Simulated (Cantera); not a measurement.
Input: 1 mol Si(CH3)4, 0.0086 mol C3H8, 920 mol H2, 0.55 mol CH4, at 2250 K and 5.40 Torr.

These are equilibrium values from Cantera (NASA tables, ideal gas, pure condensed phases), not measurements of a reactor. Equilibrium is a limit: real reactors are often held back by kinetics, nucleation or transport.

| species | before | after |
|---|---|---|
| H2 | 0.913 | 0.636 |
| H | 0.0836 | 0.361 |
| C2H2 (acetylene) | 0.00226 | 0.00181 |
| Si | 0.000911 | 0.000820 |
| C | 4.36e-7 | 3.63e-5 |
| C3 | 5.76e-7 | 2.27e-5 |
| C2H | 8.23e-6 | 9.05e-5 |
| SiH | 2.97e-5 | 1.27e-5 |
| SiC2 | 7.81e-5 | 4.92e-5 |
Gas species are given as mole fractions.

Task: What was changed between the two runs?
(A) temperature from 2250 K to 2600 K
(B) temperature from 2250 K to 1148 K
(C) pressure from 5.40 Torr to 2.48 Torr
(D) Si(CH3)4 replaced by SiH4

Result: A, temperature from 2250 K to 2600 K
